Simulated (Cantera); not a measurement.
An isothermal, constant-pressure homogeneous reactor starts with CO : O₂ : H₂O : N₂ = 0.023 : 0.038 : 0.0081 : 1 (molar parts), equivalence ratio 0.30, at 1425 K and 1.68 atm. Integrator tolerance rtol = 1e-08.

Detailed kinetics in Cantera: GRI-Mech 3.0 (53 species, 325 reactions).

What does this change do: pressure from 1.68 atm to 0.132 atm?


| quantity | before | after |
|---|---|---|
| x(CO) at 40.0 s | 1.59e-7 (gas-phase equilibrium 1.59e-7) | 5.67e-7 (gas-phase equilibrium 5.69e-7) |
| x(O₂) at 40.0 s | 0.0251 (gas-phase equilibrium 0.0249) | 0.0251 (gas-phase equilibrium 0.0249) |
| x(H₂O) at 40.0 s | 0.00766 (gas-phase equilibrium 0.00766) | 0.00765 (gas-phase equilibrium 0.00765) |
| x(O) at 40.0 s | 1.70e-7 (gas-phase equilibrium 1.69e-7) | 6.05e-7 (gas-phase equilibrium 6.04e-7) |
| x(H₂O₂) at 40.0 s | 2.08e-10 (gas-phase equilibrium 2.07e-10) | 5.82e-11 (gas-phase equilibrium 5.80e-11) |
| x(OH) at 40.0 s | 5.62e-6 (gas-phase equilibrium 5.61e-6) | 1.06e-5 (gas-phase equilibrium 1.06e-5) |
| x(NO) at 40.0 s | 2.95e-6 (gas-phase equilibrium 0.000315) | 7.61e-6 (gas-phase equilibrium 0.000315) |
